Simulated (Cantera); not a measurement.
Charge: 1 mol TEOS, 3.1 mol O₂, 56 mol H₂, 0.23 mol O₃, equilibrated at 1750 K and 2.40 mbar.

Cantera equilibrium calculation (NASA polynomials, part measured and part estimated; ideal gas, pure solids and liquids). Candidate condensed phases: C, C₆H₆, C₇H₈, C₈H₁₈, H₂O, Si, SiC, SiO₂; 123 gas species. The feed counts by its element totals alone. The tables hold silica as quartz up to 1696 K and as liquid above; real silica turns to tridymite and cristobalite and melts near 1996 K. The numbers say what is thermodynamically allowed, not how fast it happens.

Base state: H₂ 0.854, CO 0.106, H₂O 0.0233, SiO 0.0123, H 0.00439, CO₂ 0.000798 (mole fractions); condensed: SiO₂(condensed).

**Question.** What changes in the equilibrium state with this change: temperature from 1750 K to 1800 K?

**Answer.** 
| species | before | after |
|---|---|---|
| H₂ | 0.854 | 0.849 |
| CO | 0.106 | 0.106 |
| H₂O | 0.0233 | 0.0243 |
| H | 0.00439 | 0.00674 |
| SiO | 0.0123 | 0.0133 |
| OH | 7.02e-6 | 1.27e-5 |
| CO₂ | 0.000798 | 0.000791 |
| SiO₂(condensed), mol | 0.0798 | 0 |
